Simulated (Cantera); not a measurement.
# Iron carbonyl, mercury and lead vapours: Pb + H2 + N2

Feed: 1 mol Pb, 1.3 mol H2, 0.12 mol N2, held at 7.60 mbar.

Method: chemical equilibrium by Gibbs-energy minimisation in Cantera with the NASA 1993 tables (ideal gas, pure condensed phases). Candidate condensed phases: Pb; 11 gas species. Kinetics and transport are ignored.

```json
[
 {"T (K)": "623", "x H2": "0.915", "x Pb": "2.73e-9", "x N2": "0.0845", "x H": "<1e-12", "x NH3": "5.50e-5", "x Pb2": "<1e-12", "n Pb(l)": "1.00"},
 {"T (K)": "698", "x H2": "0.915", "x Pb": "1.34e-7", "x N2": "0.0845", "x H": "<1e-12", "x NH3": "1.86e-5", "x Pb2": "<1e-12", "n Pb(l)": "1.00"},
 {"T (K)": "773", "x H2": "0.915", "x Pb": "3.04e-6", "x N2": "0.0845", "x H": "9.96e-12", "x NH3": "7.67e-6", "x Pb2": "<1e-12", "n Pb(l)": "1.000"},
 {"T (K)": "848", "x H2": "0.915", "x Pb": "3.94e-5", "x N2": "0.0845", "x H": "2.09e-10", "x NH3": "3.66e-6", "x Pb2": "8.34e-12", "n Pb(l)": "1.000"},
 {"T (K)": "923", "x H2": "0.915", "x Pb": "0.000334", "x N2": "0.0845", "x H": "2.68e-9", "x NH3": "1.95e-6", "x Pb2": "3.01e-10", "n Pb(l)": "1.000"},
 {"T (K)": "998", "x H2": "0.914", "x Pb": "0.00204", "x N2": "0.0843", "x H": "2.36e-8", "x NH3": "1.14e-6", "x Pb2": "6.23e-9", "n Pb(l)": "0.997"},
 {"T (K)": "1073", "x H2": "0.907", "x Pb": "0.00962", "x N2": "0.0837", "x H": "1.53e-7", "x NH3": "7.03e-7", "x Pb2": "8.35e-8", "n Pb(l)": "0.986"},
 {"T (K)": "1148", "x H2": "0.882", "x Pb": "0.0369", "x N2": "0.0814", "x H": "7.72e-7", "x NH3": "4.42e-7", "x Pb2": "7.88e-7", "n Pb(l)": "0.946"},
 {"T (K)": "1223", "x H2": "0.806", "x Pb": "0.119", "x N2": "0.0744", "x H": "3.10e-6", "x NH3": "2.58e-7", "x Pb2": "5.60e-6", "n Pb(l)": "0.807"},
 {"T (K)": "1298", "x H2": "0.607", "x Pb": "0.336", "x N2": "0.0561", "x H": "9.58e-6", "x NH3": "1.07e-7", "x Pb2": "3.15e-5", "n Pb(l)": "0.280"},
 {"T (K)": "1373", "x H2": "0.537", "x Pb": "0.413", "x N2": "0.0496", "x H": "2.80e-5", "x NH3": "6.27e-8", "x Pb2": "3.49e-5", "n Pb(l)": "0"},
 {"T (K)": "1448", "x H2": "0.537", "x Pb": "0.413", "x N2": "0.0496", "x H": "7.75e-5", "x NH3": "4.85e-8", "x Pb2": "2.64e-5", "n Pb(l)": "0"}
]
```
x: gas mole fraction; n: condensed amount in mol.

From 623 K to 1298 K the condensed part is Pb(l). From 1373 K to 1448 K nothing is condensed.
